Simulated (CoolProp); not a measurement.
The fluid at 336.51 K and 2.32 MPa (gas) is heated at constant pressure to 469.2 K. The same conditions are run with several fluids, on thermodynamics alone (safety and materials aside).

Model: reference Helmholtz-energy equation of state of each fluid (R404A: Lemmon 2003; nitrous oxide: Lemmon 2006; methane: Setzmann 1991), in CoolProp. Blends and air are pseudo-pure fits.

| fluid | heat (kJ/kg) | final density (kg/m³) |
|---|---|---|
| R404A | 159 | … |
| nitrous oxide | … | … |
| methane | … | … |

Fill in the missing entries.


- R404A, final density (kg/m³): 62.6
- nitrous oxide, heat (kJ/kg): 138
- nitrous oxide, final density (kg/m³): 26.9
- methane, heat (kJ/kg): 347
- methane, final density (kg/m³): 9.56
